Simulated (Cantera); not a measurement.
## AlI3 + N2O + N2 (aluminium nitride and oxide growth)

Input: 1 mol AlI3, 6.2 mol N2O, 110 mol N2, held at 0.00220 bar.

Equilibrium computed with Cantera from the NASA thermochemical tables; the gas is ideal and each condensed phase is pure. Candidate condensed phases: Al, AlI3, AlN, Al2O3, I2; 21 gas species. The numbers say what is thermodynamically allowed, not how fast it happens.

```
T (K)   x N2      x I    x O2      x I2     x NO       x O    x NO2  n Al2O3(s)
-----  -----  -------  ------  --------  -------  --------  -------  ----------
673    0.967  0.00146  0.0196    0.0118  5.07e-8    <1e-12  1.17e-9       0.500
723    0.966  0.00358  0.0195    0.0107  1.57e-7    <1e-12  1.76e-9       0.500
773    0.964  0.00737  0.0195   0.00876  4.18e-7    <1e-12  2.51e-9       0.500
823    0.962   0.0127  0.0195   0.00608  9.89e-7    <1e-12  3.42e-9       0.500
873    0.959   0.0180  0.0194   0.00339  2.12e-6  5.64e-12  4.50e-9       0.500
923    0.957   0.0216  0.0194   0.00156  4.18e-6  3.70e-11  5.76e-9       0.500
973    0.957   0.0234  0.0193  0.000653  7.71e-6  2.01e-10  7.19e-9       0.500
1023   0.956   0.0241  0.0193  0.000274  1.34e-5  9.23e-10  8.79e-9       0.500
1073   0.956   0.0244  0.0193  0.000121  2.21e-5   3.69e-9  1.06e-8       0.500
1123   0.956   0.0246  0.0193   5.66e-5  3.48e-5   1.30e-8  1.25e-8       0.500
1173   0.956   0.0246  0.0193   2.81e-5  5.29e-5   4.14e-8  1.46e-8       0.500
```
x: gas mole fraction; n: condensed amount in mol.

From 673 K to 1173 K the condensed part is Al2O3(s).
